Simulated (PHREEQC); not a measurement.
Make-up at 30 °C: 0.007 mol/kgw CdCl2 and 0.00069 mol/kgw Na2SO4. Closed to the air; pH follows from the charge balance.

The numbers come from PHREEQC with the ion-association model, phreeqc.dat.

Question: The ionic strength comes out as 0.0167 mol/kgw. What activity coefficients do Cd(SO4)2-2, Na+, NaSO4-, H+, CdCl+ get?

Answer: Cd(SO4)2-2 0.60, Na+ 0.88, NaSO4- 0.88, H+ 0.90, CdCl+ 0.88.

This is a speciation only: nothing precipitates in the calculation.
